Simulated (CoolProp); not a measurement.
Vapour-liquid equilibrium of n-butane (1) + R113 (2) at 0.866 MPa; x and y are mole fractions of (1).

The numbers come from the multi-fluid Helmholtz-energy mixture model, Bücker 2006 and Marx 1992; pair parameters Bell 2016 in CoolProp.

Problem. Give the bubble temperature and the first vapour's composition at x = 0.125, 0.275, 0.5. Is there an azeotrope?

Solution. x = 0.125: 392.4 K, y = 0.284; x = 0.275: 380.1 K, y = 0.519; x = 0.5: 366.3 K, y = 0.738. No azeotrope shows between x = 0.05 and 0.95.

Pair parameters are fitted to limited data, so mixtures are less certain than the pure fluids.
